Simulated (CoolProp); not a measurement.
Model: reference Helmholtz-energy equation of state, Thol 2019, in CoolProp.

### Question
Give the vapour pressure (bar), liquid density (kg/m³), enthalpy of vaporisation (kJ/kg), liquid cp (kJ/(kg K)) of saturated n-pentane at 105.75 °C.

### Answer
| T (°C) | p (bar) | liquid density (kg/m³) | enthalpy of vaporisation (kJ/kg) | liquid cp (kJ/(kg K)) |
|---|---|---|---|---|
| 105.75 | 6.73 | 530 | 290 | 2.78 |
